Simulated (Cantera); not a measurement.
A diamond (100) surface in a fixed gas of H2 with x(CH4) = 0.006, x(H) = 0.002, at 1375 K, 6100 Pa; coverages are run to steady state.

Computed with Cantera and the Harris–Goodwin 1993 mechanism for the reconstructed diamond (100) surface.

θ: site fractions in the mechanism's names (c6HH fully hydrogenated, c6H* and c6*H radical sites, c6** diradical, c6HM methylated).

```
x(CH3)   growth (µm/h)  θ c6HH  θ c6H*  θ c6*H  θ c6**    θ c6HM
-------  -------------  ------  ------  ------  ------  --------
1e-06              [?]   0.376  0.0554   0.526  0.0431   6.11e-7
2.7e-06            [?]   0.376  0.0554   0.526  0.0431   1.65e-6
7.1e-06            [?]   0.376  0.0554   0.526  0.0431   4.34e-6
1.9e-05            [?]   0.376  0.0554   0.526  0.0430   1.16e-5
5e-05              [?]   0.376  0.0554   0.526  0.0429   3.05e-5
0.00013            [?]   0.376  0.0554   0.525  0.0427   7.91e-5
0.00035            [?]   0.376  0.0553   0.525  0.0421  0.000212
0.00093            [?]   0.375  0.0551   0.523  0.0405  0.000556
0.0025             [?]   0.374  0.0548   0.520  0.0367   0.00145
```

**Question.** Some entries are withheld; supply them.

**Answer.** 
- 1e-06, growth (µm/h): 0.00799
- 2.7e-06, growth (µm/h): 0.0216
- 7.1e-06, growth (µm/h): 0.0567
- 1.9e-05, growth (µm/h): 0.152
- 5e-05, growth (µm/h): 0.398
- 0.00013, growth (µm/h): 1.03
- 0.00035, growth (µm/h): 2.73
- 0.00093, growth (µm/h): 7.00
- 0.0025, growth (µm/h): 17.1
